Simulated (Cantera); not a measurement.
A perfectly stirred reactor is fed with H2 : O2 : N2 = 0.45 : 1 : 0.18 (molar parts), equivalence ratio 0.23, at 3.08 Torr; it is held at 1048 K, and followed from long to short residence time.

Cantera simulation using the H2/O2 subset of GRI-Mech 3.0, which has no nitrogen chemistry; the numbers are that mechanism's predictions, not measurements. Radical loss at walls, strong at low pressure, is not modelled. The temperature is held fixed by assumption; the heat of reaction is taken as removed at once.

Q: What does this change do: temperature 1048 to 1448 K?

A: 
```json
[
 {"quantity": "x(H2) at τ = 1.20 s", "before": "0.00318", "after": "0.00593"},
 {"quantity": "x(O2) at τ = 1.20 s", "before": "0.546", "after": "0.529"},
 {"quantity": "x(O) at τ = 1.20 s", "before": "0.00643", "after": "0.0222"},
 {"quantity": "x(OH) at τ = 1.20 s", "before": "0.00244", "after": "0.0132"},
 {"quantity": "x(HO2) at τ = 1.20 s", "before": "4.14e-6", "after": "1.58e-6"},
 {"quantity": "x(H2) at τ = 39.0 ms", "before": "0.0201", "after": "0.0195"},
 {"quantity": "x(O2) at τ = 39.0 ms", "before": "0.513", "after": "0.468"},
 {"quantity": "x(O) at τ = 39.0 ms", "before": "0.0367", "after": "0.0849"},
 {"quantity": "x(OH) at τ = 39.0 ms", "before": "0.00606", "after": "0.0223"},
 {"quantity": "x(HO2) at τ = 39.0 ms", "before": "3.90e-6", "after": "1.49e-6"}
]
```

Q: What does this change do: H2 0.45 to 1.1 parts?

A: 
```csv
quantity,before,after
x(H2) at τ = 1.20 s,0.00318,0.00914
x(O2) at τ = 1.20 s,0.546,0.260
x(O) at τ = 1.20 s,0.00643,0.00552
x(OH) at τ = 1.20 s,0.00244,0.00310
x(HO2) at τ = 1.20 s,4.14e-6,4.18e-6
x(H2) at τ = 39.0 ms,0.0201,0.0474
x(O2) at τ = 39.0 ms,0.513,0.263
x(O) at τ = 39.0 ms,0.0367,0.0333
x(OH) at τ = 39.0 ms,0.00606,0.00696
x(HO2) at τ = 39.0 ms,3.90e-6,3.36e-6
```
